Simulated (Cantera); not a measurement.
Feed: 1 mol SiH2Cl2, 18 mol H2, 0.17 mol Cl2, at 1148 K and 0.750 bar.

Method: chemical equilibrium by Gibbs-energy minimisation in Cantera with the NASA 1993 tables (ideal gas, pure condensed phases). Candidate condensed phases: Si; 19 gas species. The tables' values for SiCl3 are old estimates; treat these amounts as uncertain. Kinetics and transport are ignored.

### Question
What is the equilibrium state?

### Answer
| Item | Value |
|---|---|
| x(H2) | 0.949 |
| x(HCl) | 0.0228 |
| x(SiCl4) | 0.0135 |
| x(SiHCl3) | 0.0113 |
| x(SiCl3) | 0.00121 |
| x(SiCl2) | 0.00120 |
| x(SiH2Cl2) | 0.00118 |
| x(SiH3Cl) | 3.31e-5 |
| n(Si(s)) | 0.442 mol |
| gas amount | 19.65 mol |
